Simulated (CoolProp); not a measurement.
Nitrous oxide at several states: Z from the reference equation and from simpler models built on Tc = 309.5 K, pc = 7.245 MPa, ω = 0.161; each cubic takes its own stable root.

Values from CoolProp's reference Helmholtz-energy equation of state, Lemmon 2006. It is a short technical equation, of lower accuracy than the large ones.

| T (K) | p (MPa) | phase | reference |
|---|---|---|---|
| 306 | 36.2 | liquid | 0.6611 |
| 382.5 | 5.91 | gas | 0.8531 |
| 386.2 | 0.188 | gas | 0.9957 |
| 267.5 | 0.0209 | gas | 0.9984 |
| 482.4 | 0.0559 | gas | 0.9994 |

### Question
How far does each simpler model (van der Waals, Redlich-Kwong, Soave-Redlich-Kwong) lie from the reference over these 5 states: mean and median of the absolute difference, and the worst?

### Answer
- van der Waals: mean 7.8 %, median 0.0 %, worst +37.4 % at 306 K and 36.2 MPa
- Redlich-Kwong: mean 1.6 %, median 0.0 %, worst +7.0 % at 306 K and 36.2 MPa
- Soave-Redlich-Kwong: mean 1.6 %, median 0.0 %, worst +6.8 % at 306 K and 36.2 MPa
